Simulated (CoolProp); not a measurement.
Model: reference Helmholtz-energy equation of state, Thol 2016, in CoolProp.

Problem. For hexamethyldisiloxane (MM), give the phase and the cv (kJ/(kg K)), speed of sound (m/s) at 151.05 °C and 0.918 MPa; 257.45 °C and 0.109 MPa.

Solution. 
- 151.05 °C and 0.918 MPa: liquid; cv 1.86, speed of sound 461
- 257.45 °C and 0.109 MPa: gas; cv 2.03, speed of sound 164
